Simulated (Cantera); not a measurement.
Cantera run, input and output.

```python
import numpy as np
import cantera as ct

gas = ct.Solution("gri30.yaml")
gas.TPX = 1075, 100000, {'CH3OH': 0.0074, 'O2': 0.023, 'N2': 1}
inlet = ct.Reservoir(gas, clone=True)

reactor = ct.IdealGasConstPressureReactor(gas, energy="off", clone=False)
exhaust = ct.Reservoir(gas, clone=True)
tau = [13, 4.2, 1.4, 0.48, 0.16, 0.055, 0.019, 0.0063, 0.0021, 0.00071, 0.00024][0]
for a, b in ((inlet, reactor), (reactor, exhaust)):
    ct.MassFlowController(a, b, mdot=lambda t: reactor.mass / tau)
net = ct.ReactorNet([reactor])
show = ['CH3OH', 'O2', 'N2O', 'CH2CO', 'CH3', 'CO2']

rows = []
print(f"{'tau/s':>10s}{'T/K':>9s}" + "".join(f"{s:>11s}" for s in show))
for tau in [13, 4.2, 1.4, 0.48, 0.16, 0.055, 0.019, 0.0063, 0.0021, 0.00071, 0.00024]:
    net.initial_time = 0.0
    net.advance(30 * tau)
    before = gas.X
    net.advance(40 * tau)
    drift = np.max(np.abs(gas.X - before) / (gas.X + 1e-9))
    rows.append([gas.T, *gas[show].X, drift])
    print(f"{tau:10.3e}{gas.T:9.1f}" + "".join(f"{x:11.3e}" for x in gas[show].X))
```

It prints:

```
     tau/s      T/K      CH3OH         O2        N2O      CH2CO        CH3        CO2
 1.300e+01   1075.0  1.210e-05  1.171e-02  3.242e-07  3.054e-13  2.422e-11  6.777e-03
 4.200e+00   1075.0  2.562e-05  1.196e-02  2.142e-07  2.094e-12  7.271e-11  6.343e-03
 1.400e+00   1075.0  5.815e-05  1.249e-02  1.084e-07  1.554e-11  1.984e-10  5.444e-03
 4.800e-01   1075.0  1.706e-04  1.376e-02  3.569e-08  1.032e-10  3.822e-10  3.623e-03
 1.600e-01   1075.0  7.242e-04  1.620e-02  8.409e-09  3.563e-10  4.014e-10  1.472e-03
 5.500e-02   1075.0  1.938e-03  1.817e-02  3.454e-09  4.688e-10  4.788e-10  5.310e-04
 1.900e-02   1075.0  4.231e-03  2.037e-02  1.353e-09  1.610e-10  4.526e-10  8.546e-05
 6.300e-03   1075.0  7.182e-03  2.232e-02  4.913e-13  7.317e-17  1.991e-09  5.823e-09
 2.100e-03   1075.0  7.182e-03  2.232e-02  5.250e-14  8.011e-18  1.624e-09  1.941e-09
 7.100e-04   1075.0  7.182e-03  2.232e-02  5.794e-15  9.109e-19  1.032e-09  6.558e-10
 2.400e-04   1075.0  7.182e-03  2.232e-02  6.922e-16  1.036e-19  4.947e-10  2.213e-10
```

Cantera simulation using GRI-Mech 3.0 (53 species, 325 reactions); the numbers are that mechanism's predictions, not measurements. GRI-Mech 3.0 was tuned for natural gas; its chemistry of methanol as a main component is partial and can be far from experiment.
